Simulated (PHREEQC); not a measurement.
Solution A (2.8 mmol/kgw HNO3, 2.7 mmol/kgw CuSO4 and 1.1 mmol/kgw KCl) is mixed with solution B (3.3 mmol/kgw CuSO4, 0.23 mmol/kgw HBF4 and 110 mmol/kgw KCl) at 55 °C; shares are by mass of water, 1 kg in all. Oxygen alone is held at its pressure in air (log pO2 = -0.68). The system is closed to CO2. Only these solids could form: Sylvite.

All values are PHREEQC results (ion-association model, phreeqc.dat), not measurements.

| share of solution B | pH | F- (mol/kgw) | HF (mol/kgw) | CuCl+ (mol/kgw) | KSO4- (mol/kgw) |
|---|---|---|---|---|---|
| 0 | 2.69 | 0 | 0 | 1.62e-5 | 1.36e-5 |
| 0.05 | 2.71 | 8.36e-6 | 3.74e-5 | … | … |
| 0.1 | 2.73 | 1.78e-5 | 7.37e-5 | 0.000155 | 0.000135 |
| 0.15 | 2.76 | 2.82e-5 | 0.000109 | 0.000214 | 0.000190 |
| 0.2 | 2.78 | 3.99e-5 | 0.000143 | 0.000269 | 0.000241 |
| 0.25 | 2.81 | 5.27e-5 | 0.000176 | 0.000321 | 0.000290 |
| 0.3 | 2.84 | … | 0.000207 | 0.000369 | 0.000337 |
| 0.35 | 2.87 | 8.27e-5 | 0.000237 | 0.000415 | 0.000382 |
| 0.4 | 2.90 | 0.000100 | 0.000265 | 0.000459 | 0.000426 |
| 0.45 | 2.93 | 0.000119 | 0.000291 | 0.000501 | 0.000468 |
| 0.5 | 2.96 | … | 0.000315 | 0.000542 | 0.000509 |
| 0.55 | 2.99 | 0.000164 | 0.000337 | 0.000581 | 0.000549 |
| 0.6 | 3.03 | 0.000191 | 0.000356 | 0.000619 | 0.000588 |
| 0.65 | 3.07 | 0.000220 | … | 0.000656 | 0.000627 |
| 0.7 | 3.11 | 0.000252 | 0.000386 | 0.000692 | 0.000664 |
| 0.75 | 3.16 | 0.000287 | 0.000395 | 0.000727 | 0.000701 |
| 0.8 | 3.20 | 0.000327 | 0.000401 | … | 0.000737 |
| 0.85 | 3.25 | 0.000370 | 0.000402 | 0.000795 | 0.000772 |
| 0.9 | 3.30 | 0.000418 | 0.000399 | 0.000828 | 0.000806 |
| 0.95 | 3.36 | … | 0.000391 | 0.000860 | 0.000840 |
| 1 | 3.42 | 0.000528 | 0.000379 | 0.000892 | 0.000874 |

Question: Some entries are withheld; supply them.

Answer: 
- 0.05, CuCl+ (mol/kgw): 8.96e-5
- 0.05, KSO4- (mol/kgw): 7.70e-5
- 0.3, F- (mol/kgw): 6.70e-5
- 0.5, F- (mol/kgw): 0.000141
- 0.65, HF (mol/kgw): 0.000373
- 0.8, CuCl+ (mol/kgw): 0.000761
- 0.95, F- (mol/kgw): 0.000470

Away from 25 °C the constants follow the database's enthalpies or fits; those with neither stay at their 25 °C values. Real BF4- forms and hydrolyses slowly; the run takes it at equilibrium.
